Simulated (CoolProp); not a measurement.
The numbers come from the reference Helmholtz-energy equation of state, Thol 2017 in CoolProp.

**Question.** Give the vapour pressure (kPa), liquid density (kg/m³), vapour density (kg/m³) of saturated octamethyltrisiloxane (MDM) at 526.1 K.

**Answer.** 
```
T (K)  p (kPa)  liquid density (kg/m³)  vapour density (kg/m³)
-----  -------  ----------------------  ----------------------
526.1      784                     510                    64.4
```
